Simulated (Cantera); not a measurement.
# Adiabatic ignition

An adiabatic, constant-pressure homogeneous reactor starts with 9.16 % CO, 5.13 % H2, 14.3 % O2, 71.4 % N2, at 1523 K and 4.93 atm.

Computed with Cantera and GRI-Mech 3.0 (53 species, 325 reactions). The hydrogen kinetics of GRI-Mech 3.0 are dated; newer H2 mechanisms differ, most at raised pressure.

```
t (s)     T (K)     x CO      x H2    x O2      x NO      x OH
--------  -----  -------  --------  ------  --------  --------
3.00e-6    1524   0.0915    0.0505   0.142  1.77e-10  0.000150
1.02e-5    1983   0.0509   0.00307  0.0925   2.51e-5   0.00875
3.44e-5    2355   0.0174   0.00152  0.0803  0.000118   0.00854
0.000116   2485  0.00669  0.000582  0.0775  0.000338   0.00578
0.000393   2497  0.00546  0.000492  0.0769  0.000886   0.00537
0.00133    2494  0.00541  0.000488  0.0760   0.00257   0.00531
0.00451    2487  0.00528  0.000478  0.0739   0.00677   0.00516
0.0152     2478  0.00513  0.000467  0.0715    0.0117   0.00498
0.0516     2477  0.00511  0.000465  0.0710    0.0126   0.00495
0.175      2477  0.00511  0.000465  0.0710    0.0126   0.00495
0.591      2477  0.00511  0.000465  0.0710    0.0126   0.00495
2.00       2477  0.00511  0.000465  0.0710    0.0126   0.00495
```
x: mole fraction; the columns are a selection and need not sum to one.

```
Item                                                                  Result
---------------------------------  -----------------------------------------
time of steepest temperature rise                                    5.05 µs
temperature at 2.00 s                                                 2477 K
equilibrium temperature                                               2477 K
x(CO) at 2.00 s                      0.00511 (gas-phase equilibrium 0.00511)
x(H2) at 2.00 s                    0.000465 (gas-phase equilibrium 0.000465)
x(O2) at 2.00 s                        0.0710 (gas-phase equilibrium 0.0710)
```
